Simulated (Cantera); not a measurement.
Feed: 1 mol PbBr₂, 17 mol H₂, 0.51 mol N₂, held at 1575 °C and 1.40 Pa.

Equilibrium computed with Cantera from the NASA thermochemical tables; the gas is ideal and each condensed phase is pure. Candidate condensed phases: Br₂, Pb, PbBr₂; 17 gas species. Rates play no part.

Base state: H₂ 0.718, H 0.120, Br 0.0787, Pb 0.0461, N₂ 0.0235, HBr 0.0136, PbBr 1.22e-5 (mole fractions); condensed: gas only.

Task: What changes in the equilibrium state with this change: pressure from 1.40 Pa to 14.0 Pa?

Result: 
```
species   before     after
-------  -------  --------
H₂         0.718     0.789
Br        0.0787    0.0617
Pb        0.0461    0.0486
H          0.120    0.0399
HBr       0.0136    0.0355
N₂        0.0235    0.0248
PbBr     1.22e-5  0.000101
```
